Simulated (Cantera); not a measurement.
Input: 1 mol SiCl4, 2 mol HCl, 330 mol H2, held at 1.00 bar.

Method: chemical equilibrium by Gibbs-energy minimisation in Cantera with the NASA 1993 tables (ideal gas, pure condensed phases). Candidate condensed phases: Si; 19 gas species. The tables' values for SiCl3 are old estimates; treat these amounts as uncertain. Gases not in the tables: Si2H6 and higher silanes. Kinetics and transport are ignored. All values below are at 1450 °C.

Base state: H2 0.983, HCl 0.0161, SiCl2 0.000910, H 0.000181, SiH2 1.67e-5, SiCl3 1.06e-5 (mole fractions); condensed: Si(l).

Task: What changes in the equilibrium state with this change: SiCl4 replaced by Si2Cl6?

Result: 
```
species       before    after
----------  --------  -------
H2             0.983    0.978
HCl           0.0161   0.0207
SiCl2       0.000910  0.00152
SiCl3        1.06e-5  2.29e-5
SiH2Cl2      6.48e-6  1.08e-5
SiH2         1.67e-5  1.66e-5
Si(l), mol     0.680     1.47
```
The feed counts by its element totals alone.
